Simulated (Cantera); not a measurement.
Input (Python, Cantera):

```python
import numpy as np
import cantera as ct

gas = ct.Solution("SiF4_NH3_mec.yaml", "gas")
gas.TPX = 1850, 180000, {'NH3': 0.54, 'H2': 2.5}
reactor = ct.IdealGasConstPressureReactor(gas, energy="off", clone=False)
net = ct.ReactorNet([reactor])
net.rtol, net.atol = 1e-08, 1e-18
show = ['NH3', 'H2', 'NH', 'H', 'N2H2', 'NH2', 'N2']
times = np.geomspace(1e-05, 10, 12)

steps = ct.SolutionArray(gas, extra=["t"])
rows = []
print(f"{'t/s':>10s}{'T/K':>9s}{'P/Pa':>11s}" + "".join(f"{s:>11s}" for s in show))
for t in times:
    while net.time < t:
        t_next = net.step()
        steps.append(gas.state, t=t_next)
    rows.append([np.interp(t, steps.t, y) for y in (steps.T, steps.P, *steps(*show).X.T)])
    print(f"{t:10.3e}{rows[-1][0]:9.1f}{rows[-1][1]:11.4g}" + "".join(f"{x:11.3e}" for x in rows[-1][2:]))
rate = np.gradient(steps.T, steps.t)
print("integrator steps:", len(steps.t))
if steps.T.max() > steps.T[0] + 200:
    print(f"time of steepest temperature rise: {steps.t[rate.argmax()]:.4e} s")
gas.TPX = 1850, 180000, {'NH3': 0.54, 'H2': 2.5}
gas.equilibrate("TP")
print(f"equilibrium (TP): T = {gas.T:.1f} K  " + "  ".join(f"{s} {gas[s].X[0]:.3e}" for s in show))
```

Result:

```
       t/s      T/K       P/Pa        NH3         H2         NH          H       N2H2        NH2         N2
 1.000e-05   1850.0    1.8e+05  1.776e-01  8.224e-01  1.683e-09  7.450e-06  8.061e-11  4.422e-06  1.437e-11
 3.511e-05   1850.0    1.8e+05  1.776e-01  8.223e-01  2.112e-08  2.611e-05  1.194e-09  1.546e-05  4.957e-09
 1.233e-04   1850.0    1.8e+05  1.776e-01  8.223e-01  2.449e-07  8.881e-05  1.779e-08  5.254e-05  7.935e-07
 4.329e-04   1850.0    1.8e+05  1.774e-01  8.222e-01  1.485e-06  2.195e-04  1.509e-07  1.297e-04  3.862e-05
 1.520e-03   1850.0    1.8e+05  1.766e-01  8.226e-01  1.900e-06  2.492e-04  2.039e-07  1.465e-04  3.603e-04
 5.337e-03   1850.0    1.8e+05  1.739e-01  8.242e-01  1.883e-06  2.505e-04  1.991e-07  1.447e-04  1.519e-03
 1.874e-02   1850.0    1.8e+05  1.648e-01  8.294e-01  1.826e-06  2.549e-04  1.830e-07  1.387e-04  5.369e-03
 6.579e-02   1850.0    1.8e+05  1.383e-01  8.447e-01  1.646e-06  2.687e-04  1.387e-07  1.205e-04  1.663e-02
 2.310e-01   1850.0    1.8e+05  8.412e-02  8.758e-01  1.193e-06  3.034e-04  6.192e-08  7.980e-05  3.965e-02
 8.111e-01   1850.0    1.8e+05  3.053e-02  9.067e-01  5.490e-07  3.528e-04  1.067e-08  3.253e-05  6.243e-02
 2.848e+00   1850.0    1.8e+05  8.155e-03  9.195e-01  1.665e-07  3.808e-04  8.827e-10  9.250e-06  7.194e-02
 1.000e+01   1850.0    1.8e+05  2.172e-03  9.230e-01  4.560e-08  3.875e-04  6.475e-11  2.497e-06  7.448e-02
integrator steps: 990
equilibrium (TP): T = 1850.0 K  NH3 1.150e-05  H2 9.242e-01  NH 2.424e-10  H 3.886e-04  N2H2 1.349e-13  NH2 1.325e-08  N2 7.540e-02
```

Detailed kinetics in Cantera: the gas-phase N/H chemistry of the illustrative SiF4/NH3 mechanism in the Surface Chemkin manual (1991). Walls and surfaces, which speed up NH3 decomposition in real reactors, are not modelled.
